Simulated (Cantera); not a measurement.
What does this Cantera script print?

```python
import numpy as np
import cantera as ct

gas = ct.Solution("gri30.yaml")
gas.TPX = 1775, 770000, {'CH4': 1, 'O2': 5, 'N2': 18.8}
reactor = ct.IdealGasConstPressureReactor(gas, energy="on", clone=False)
net = ct.ReactorNet([reactor])
net.rtol, net.atol = 1e-08, 1e-16
show = ['CH4', 'O2', 'N2O', 'NO', 'CH2O', 'CO', 'H']
times = np.geomspace(2e-06, 1, 16)

steps = ct.SolutionArray(gas, extra=["t"])
rows = []
print(f"{'t/s':>10s}{'T/K':>9s}{'P/Pa':>11s}" + "".join(f"{s:>11s}" for s in show))
for t in times:
    while net.time < t:
        t_next = net.step()
        steps.append(gas.state, t=t_next)
    rows.append([np.interp(t, steps.t, y) for y in (steps.T, steps.P, *steps(*show).X.T)])
    print(f"{t:10.3e}{rows[-1][0]:9.1f}{rows[-1][1]:11.4g}" + "".join(f"{x:11.3e}" for x in rows[-1][2:]))
rate = np.gradient(steps.T, steps.t)
print("integrator steps:", len(steps.t))
if steps.T.max() > steps.T[0] + 200:
    print(f"time of steepest temperature rise: {steps.t[rate.argmax()]:.4e} s")
gas.TPX = 1775, 770000, {'CH4': 1, 'O2': 5, 'N2': 18.8}
gas.equilibrate("HP")
print(f"equilibrium (HP): T = {gas.T:.1f} K  " + "  ".join(f"{s} {gas[s].X[0]:.3e}" for s in show))
```

It prints:

```
       t/s      T/K       P/Pa        CH4         O2        N2O         NO       CH2O         CO          H
 2.000e-06   1774.8    7.7e+05  4.026e-02  2.016e-01  4.082e-10  3.552e-12  7.641e-06  1.705e-07  3.760e-07
 4.797e-06   1774.8    7.7e+05  4.006e-02  2.015e-01  2.017e-09  1.707e-11  6.034e-05  3.643e-06  8.398e-07
 1.151e-05   1779.7    7.7e+05  3.825e-02  2.003e-01  1.375e-08  1.660e-10  6.397e-04  2.033e-04  7.367e-06
 2.759e-05   2421.5    7.7e+05  1.220e-15  1.186e-01  2.861e-06  5.123e-05  3.821e-11  9.394e-03  1.689e-03
 6.618e-05   2547.6    7.7e+05  6.020e-18  1.185e-01  2.498e-06  2.958e-04  3.625e-12  1.959e-03  2.799e-04
 1.587e-04   2547.5    7.7e+05  6.364e-19  1.183e-01  2.479e-06  7.698e-04  3.492e-12  1.901e-03  2.735e-04
 3.807e-04   2545.5    7.7e+05  6.206e-19  1.178e-01  2.473e-06  1.861e-03  3.443e-12  1.887e-03  2.703e-04
 9.132e-04   2541.2    7.7e+05  5.940e-19  1.166e-01  2.464e-06  4.219e-03  3.339e-12  1.856e-03  2.635e-04
 2.190e-03   2533.2    7.7e+05  5.470e-19  1.146e-01  2.465e-06  8.537e-03  3.154e-12  1.801e-03  2.513e-04
 5.253e-03   2523.5    7.7e+05  4.930e-19  1.120e-01  2.494e-06  1.381e-02  2.939e-12  1.735e-03  2.370e-04
 1.260e-02   2518.4    7.7e+05  4.666e-19  1.107e-01  2.519e-06  1.654e-02  2.832e-12  1.701e-03  2.299e-04
 3.022e-02   2517.9    7.7e+05  4.641e-19  1.106e-01  2.522e-06  1.681e-02  2.822e-12  1.697e-03  2.292e-04
 7.248e-02   2517.9    7.7e+05  4.640e-19  1.106e-01  2.522e-06  1.681e-02  2.822e-12  1.697e-03  2.292e-04
 1.738e-01   2517.9    7.7e+05  4.640e-19  1.106e-01  2.522e-06  1.681e-02  2.822e-12  1.697e-03  2.292e-04
 4.169e-01   2517.9    7.7e+05  4.640e-19  1.106e-01  2.522e-06  1.681e-02  2.822e-12  1.697e-03  2.292e-04
 1.000e+00   2517.9    7.7e+05  4.640e-19  1.106e-01  2.522e-06  1.681e-02  2.822e-12  1.697e-03  2.292e-04
integrator steps: 1622
time of steepest temperature rise: 2.1521e-05 s
equilibrium (HP): T = 2517.9 K  CH4 6.909e-19  O2 1.106e-01  N2O 2.522e-06  NO 1.681e-02  CH2O 2.822e-12  CO 1.697e-03  H 2.292e-04
```

Computed with Cantera and GRI-Mech 3.0 (53 species, 325 reactions).
